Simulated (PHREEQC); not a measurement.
Make-up at 45 °C: 0.2 mol CuCl2 and 0.23 mol KCl per kg of water. Closed to the air; pH follows from the charge balance.

The numbers come from PHREEQC with the ion-association model, phreeqc.dat.

Each row changes one thing in this solution. Precipitation was switched off in this run.

| case | pH | ionic strength (mol/kgw) | Cl- (mol/kgw) | Cu+2 (mol/kgw) | CuCl+ (mol/kgw) | CuCl2 (mol/kgw) | SI of Sylvite (KCl) |
|---|---|---|---|---|---|---|---|
| as made | 4.03 | 0.632 | 0.526 | 0.106 | 0.0840 | 0.00980 | -2.32 |
| CuCl2 from 0.2 to 0.22 mol/kgw | 4.02 | 0.668 | 0.553 | 0.115 | 0.0940 | 0.0113 | -2.31 |
| temperature from 45 to 40 °C | 4.07 | 0.653 | 0.537 | 0.116 | 0.0755 | 0.00854 | -2.29 |
| CuCl2 from 0.2 to 0.4 mol/kgw | 3.95 | 0.964 | 0.783 | 0.181 | 0.191 | 0.0281 | -2.19 |
| diluted 2-fold with water | 4.10 | 0.343 | 0.278 | 0.0650 | 0.0324 | 0.00244 | -2.84 |
| KCl from 0.23 to 0.207 mol/kgw | 4.02 | 0.613 | 0.505 | 0.108 | 0.0827 | 0.00937 | -2.38 |

The ionic strength passes 0.7 mol/kgw, the rough limit of the ion-association models, in CuCl2 from 0.2 to 0.4 mol/kgw. Complexes and solids missing from the database can't appear. Away from 25 °C the constants follow the database's enthalpies or fits; those with neither stay at their 25 °C values.
